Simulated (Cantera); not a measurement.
# Si(CH₃)₄ + C₂H₄ + H₂ (silicon carbide growth)

Input: 1 mol Si(CH₃)₄, 0.28 mol C₂H₄, 3.4 mol H₂, equilibrated at 22.0 mbar.

Equilibrium computed with Cantera from the NASA thermochemical tables; the gas is ideal and each condensed phase is pure. Candidate condensed phases: C, C₆H₆, C₇H₈, C₈H₁₈, Si, SiC; 87 gas species. Gases not in the tables: Si₂H₆ and higher silanes. Equilibrium is a limit: real reactors are often held back by kinetics, nucleation or transport.

```tsv
T (K)	x H₂	x H	x Si	x C₂H₂ (acetylene)	x SiC₂	x Si₂C	x SiH	x SiH₂	n C(graphite)	n SiC(s)
1498	1.000	0.000116	3.30e-9	8.81e-6	5.67e-12	4.95e-12	1.58e-9	1.06e-8	3.56	1.00
1598	1.000	0.000359	4.44e-8	2.69e-5	1.70e-10	1.39e-10	1.44e-8	5.11e-8	3.56	1.000
1698	0.999	0.000974	4.38e-7	7.20e-5	3.39e-9	2.61e-9	1.01e-7	2.05e-7	3.56	1.000
1798	0.997	0.00237	3.35e-6	0.000172	4.82e-8	3.52e-8	5.69e-7	7.03e-7	3.56	1.000
1898	0.994	0.00525	2.06e-5	0.000374	5.15e-7	3.57e-7	2.65e-6	2.11e-6	3.55	1.000
1998	0.988	0.0108	0.000105	0.000749	4.32e-6	2.86e-6	1.06e-5	5.65e-6	3.55	0.999
2098	0.978	0.0205	0.000460	0.00140	2.94e-5	1.87e-5	3.67e-5	1.37e-5	3.54	0.994
2198	0.959	0.0368	0.00175	0.00243	0.000167	0.000102	0.000113	3.02e-5	3.53	0.977
2298	0.926	0.0621	0.00594	0.00396	0.000815	0.000480	0.000313	6.12e-5	3.54	0.916
```
x: gas mole fraction; n: condensed amount in mol.

From 1498 K to 2298 K the condensed part is C(graphite) + SiC(s). The main Si-bearing gas is SiH₂ at 1498 K and Si at 2298 K.
